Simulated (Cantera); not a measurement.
Feed: 1 mol Fe2O3, 1.1 mol CO, at 42.0 mbar.

These are equilibrium values from Cantera (NASA tables, ideal gas, pure condensed phases), not measurements of a reactor. Candidate condensed phases: C, Fe, Fe(CO)5, FeO, Fe2O3, Fe3O4; 15 gas species. The tables' stoichiometric FeO is somewhat more stable than real wüstite, so its field is too wide. FeO: taken at fixed stoichiometry. Kinetics and transport are ignored.

### Question
Which condensed phases are stable at each of these points (T (K)): 1500, 1600, 1700, 1800, 1900, 2000, 2100, 2200, 2300?

### Answer
```
T (K)  condensed phases  Fe condensed (%)
-----  ----------------  ----------------
1500             FeO(s)             100.0
1600             FeO(s)             100.0
1700             FeO(l)             100.0
1800             FeO(l)             100.0
1900             FeO(l)             100.0
2000             FeO(l)             100.0
2100             FeO(l)             100.0
2200             FeO(l)              99.9
2300             FeO(l)              99.6
```

From 1500 K to 1600 K the condensed part is FeO(s). From 1700 K to 2300 K the condensed part is FeO(l).
